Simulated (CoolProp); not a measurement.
Normal hydrogen along the isotherm 26 K: density (kg/m³) from the reference equation and from simpler models built on Tc = 33.1 K, pc = 1.296 MPa, ω = -0.219; each cubic takes its own stable root.

Computed with CoolProp (reference Helmholtz-energy equation of state, Leachman 2009).

```
p (MPa)   phase  reference  van der Waals  Redlich-Kwong  Soave-Redlich-Kwong  Peng-Robinson
-------  ------  ---------  -------------  -------------  -------------------  -------------
1.3      liquid      65.28              ?          73.08                68.42          76.86
2.59     liquid      67.66          54.35          75.44                71.70              ?
3.89     liquid      69.57          56.03          77.35                74.19          83.08
5.19     liquid      71.19          57.34          78.96                76.21          85.25
6.48     liquid      72.59          58.41          80.33                77.88              ?
7.78     liquid      73.85          59.33          81.54                79.34          88.61
9.07     liquid      74.99          60.11          82.62                80.61          89.97
10.4     liquid      76.06              ?          83.61                81.77              ?
11.7     liquid      77.04          61.44          84.49                    ?          92.31
13       liquid      77.94          62.00          85.30                83.72              ?
```

Task: What belongs in the gaps?

Result: 
- 1.3, van der Waals: 52.04
- 2.59, Peng-Robinson: 80.40
- 6.48, Peng-Robinson: 87.05
- 10.4, van der Waals: 60.82
- 10.4, Peng-Robinson: 91.22
- 11.7, Soave-Redlich-Kwong: 82.79
- 13, Peng-Robinson: 93.30
